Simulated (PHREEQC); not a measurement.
Make-up at 21 °C: 0.0017 mol/kgw HF, 0.0026 mol/kgw NH4F and 5e-07 mol/kgw H4SiO4. Closed to the air; pH follows from the charge balance.

Computed with PHREEQC (ion-association model, phreeqc.dat).

| quantity | before | after |
|---|---|---|
| pH | 3.47 | 3.87 |
| ionic strength (mol/kgw) | 0.00296 | 0.00274 |
| F- (mol/kgw) | 0.00295 | 0.00273 |
| HF (mol/kgw) | 0.00132 | 0.00154 |
| HF2- (mol/kgw) | 1.45e-5 | 1.80e-5 |
| SI of Quartz (SiO2) | -3.52 | -3.01 |

Q: Name the change that produced these shifts.
A) temperature from 21 to 80 °C
B) H4SiO4 from 5e-07 to 2.5e-06 mol/kgw
C) diluted 100-fold with water
D) NH4F left out
E) HF from 0.0017 to 0.00187 mol/kgw

A: A, temperature from 21 to 80 °C

This is a speciation only: nothing precipitates in the calculation. At this temperature some constants are extrapolated from 25 °C, and those without enthalpy data are left unchanged. SiF6-2 is the database's only silicon fluoride.
